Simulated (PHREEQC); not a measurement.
Model water analysis in mg/kgw, 62 °C, pH 1.86, pe 10.4: Na 130; K 315; Ca 129; Mg 130; Cl 25.6; S(6) as SO4 2820; Cu(2) 20.1.

Valence states are taken as typed.

Equilibrium calculation in PHREEQC: ion-association model, phreeqc.dat.

### Question
The ionic strength comes out as 0.0518 mol/kgw. What activity coefficients do Cl-, K+, Mg+2, HSO4-, KSO4- get?

### Answer
Cl- 0.80, K+ 0.80, Mg+2 0.46, HSO4- 0.81, KSO4- 0.82.

This is a speciation only: nothing precipitates in the calculation. At this temperature some constants are extrapolated from 25 °C, and those without enthalpy data are left unchanged.
